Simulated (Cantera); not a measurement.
Charge: 1 mol Pb, 19 mol H2, equilibrated at 677 °C and 0.220 bar.

These are equilibrium values from Cantera (NASA tables, ideal gas, pure condensed phases), not measurements of a reactor. Candidate condensed phases: Pb; 4 gas species. Rates play no part.

Base state: H2 1.000, Pb 2.29e-5 (mole fractions); condensed: Pb(l).

Q: What changes in the equilibrium state with this change: 0.21 mol NH3 added?

A: 
| species | before | after |
|---|---|---|
| H2 | 1.000 | 0.995 |
| N2 | 0 | 0.00540 |
| Pb | 2.29e-5 | 2.29e-5 |
| NH3 | 0 | 1.32e-5 |
| Pb(l), mol | 1.000 | 1.000 |

Q: What changes in the equilibrium state with this change: temperature from 677 °C to 1077 °C?

A: 
```json
[
 {"species": "H2", "before": "1.000", "after": "0.978"},
 {"species": "Pb", "before": "2.29e-5", "after": "0.0222"},
 {"species": "Pb(l), mol", "before": "1.000", "after": "0.568"}
]
```
